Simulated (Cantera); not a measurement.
An adiabatic, constant-pressure homogeneous reactor starts with CO : H₂ : O₂ : N₂ = 1 : 0.69 : 0.42 : 4.89 (molar parts), at 1650 K and 4.93 atm.

Cantera simulation using GRI-Mech 3.0 (53 species, 325 reactions); the numbers are that mechanism's predictions, not measurements. The hydrogen kinetics of GRI-Mech 3.0 are dated; newer H2 mechanisms differ, most at raised pressure.

x: mole fraction; the columns are a selection and need not sum to one.

| t (s) | T (K) | x CO | x H₂ | x O₂ | x CO₂ | x NO₂ | x NO | x N₂O |
|---|---|---|---|---|---|---|---|---|
| 2.00e-6 | 1650 | 0.143 | 0.0984 | 0.0599 | 1.78e-5 | <1e-12 | 1.02e-11 | 2.80e-10 |
| 5.11e-6 | 1832 | 0.129 | 0.0227 | 0.0166 | 0.0158 | 2.67e-9 | ___ | 1.88e-7 |
| 1.30e-5 | 2201 | 0.105 | 0.0268 | 0.00439 | 0.0437 | 1.02e-8 | ___ | 1.35e-7 |
| 3.33e-5 | 2379 | 0.103 | 0.0262 | 0.00155 | 0.0469 | 1.10e-8 | ___ | 9.80e-8 |
| 8.50e-5 | 2462 | 0.103 | 0.0260 | 0.000374 | 0.0485 | 8.86e-9 | ___ | 6.39e-8 |
| 0.000217 | 2491 | 0.103 | 0.0261 | 9.65e-5 | 0.0489 | 6.80e-9 | ___ | 4.46e-8 |
| 0.000554 | 2496 | 0.103 | 0.0262 | 6.05e-5 | 0.0489 | 6.60e-9 | ___ | 4.01e-8 |
| 0.00141 | 2496 | 0.103 | 0.0262 | 5.94e-5 | 0.0489 | 7.74e-9 | ___ | 4.06e-8 |
| 0.00361 | 2495 | 0.103 | 0.0262 | 5.89e-5 | 0.0489 | 9.84e-9 | ___ | 4.22e-8 |
| 0.00922 | 2495 | 0.103 | 0.0263 | 5.86e-5 | 0.0488 | 1.19e-8 | 0.000356 | 4.41e-8 |
| 0.0235 | 2495 | 0.103 | 0.0263 | 5.85e-5 | 0.0488 | 1.23e-8 | 0.000370 | 4.46e-8 |
| 0.0601 | 2495 | 0.103 | 0.0263 | 5.85e-5 | 0.0488 | 1.23e-8 | 0.000370 | 4.46e-8 |
| 0.153 | 2495 | 0.103 | 0.0263 | 5.85e-5 | 0.0488 | 1.23e-8 | 0.000370 | 4.46e-8 |
| 0.392 | 2495 | 0.103 | 0.0263 | 5.85e-5 | 0.0488 | 1.23e-8 | 0.000370 | 4.46e-8 |
| 1.00 | 2495 | 0.103 | 0.0263 | 5.85e-5 | 0.0488 | 1.23e-8 | 0.000370 | 4.46e-8 |

Problem. Some entries are withheld; supply them.

Solution. 
- 5.11e-6, x NO: 9.16e-6
- 1.30e-5, x NO: 7.56e-5
- 3.33e-5, x NO: 0.000124
- 8.50e-5, x NO: 0.000158
- 0.000217, x NO: 0.000178
- 0.000554, x NO: 0.000196
- 0.00141, x NO: 0.000231
- 0.00361, x NO: 0.000294
